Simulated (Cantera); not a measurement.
Input: 1 mol SiH2Cl2, 1.1 mol H2O, 64 mol H2, equilibrated at 1600 °C and 0.000930 bar.

Equilibrium computed with Cantera from the NASA thermochemical tables; the gas is ideal and each condensed phase is pure. Candidate condensed phases: H2O, Si, SiO2; 30 gas species. Rates play no part.

Base state: H2 0.934, HCl 0.0286, H 0.0205, SiO 0.0145, H2O 0.00145, Cl 0.000474 (mole fractions); condensed: gas only.

Task: What changes in the equilibrium state with this change: SiH2Cl2 replaced by Si2H6?

Result: 
| species | before | after |
|---|---|---|
| H2 | 0.934 | 0.954 |
| H | 0.0205 | 0.0207 |
| SiO | 0.0145 | 0.0156 |
| HCl | 0.0286 | 0 |
| Si | 8.12e-8 | 0.00948 |
| Cl | 0.000474 | 0 |
| SiH | 2.23e-9 | 0.000263 |
| H2O | 0.00145 | 1.36e-8 |
| Si2 | <1e-9 | 7.08e-5 |
| SiH2 | <1e-9 | 4.68e-5 |
| Si(l), mol | 0 | 0.195 |
The feed counts by its element totals alone. Gases not in the tables: Si2H6 and higher silanes.
